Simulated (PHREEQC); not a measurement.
Synthetic water in mg/L, 20 °C, pH 2.64, pe 8.8:

| constituent | mg/L |
|---|---|
| Na | 45.4 |
| K | 17.6 |
| Ca | 67.3 |
| Mg | 23.6 |
| Cl | 20.9 |
| S(6) as SO4 | 581 |
| Al | 4.48 |
| Mn(2) | 1 |
| Si as SiO2 | 7.69 |

Na is adjusted to close the charge balance.
Valence states are taken as typed.

All values are PHREEQC results (ion-association model, wateq4f.dat), not measurements.

Each row changes one thing in this solution. This is a speciation only: nothing precipitates in the calculation.

| case | ionic strength (mol/kgw) | SO4-2 (mol/kgw) | Ca+2 (mol/kgw) | Mg+2 (mol/kgw) | HSO4- (mol/kgw) | CaSO4 (mol/kgw) | SI of Quartz (SiO2) | SI of Gypsum (CaSO4:2H2O) |
|---|---|---|---|---|---|---|---|---|
| as made | 0.0171 | 0.00457 | 0.00127 | 0.000721 | 0.000628 | 0.000405 | +0.16 | -1.09 |
| all concentrations times 2 at the same typed pH | 0.0326 | 0.00876 | 0.00231 | 0.00129 | 0.00108 | 0.00105 | +0.47 | -0.67 |
| temperature from 20 to 15 °C at the same typed pH | 0.0173 | 0.00465 | 0.00128 | 0.000741 | 0.000578 | 0.000396 | +0.24 | -1.07 |
| Al from 4.48 to 2.24 mg/L | 0.0172 | 0.00462 | 0.00127 | 0.000719 | 0.000635 | 0.000408 | +0.16 | -1.09 |

Some of these states are supersaturated (in Quartz (slow to form), for instance).
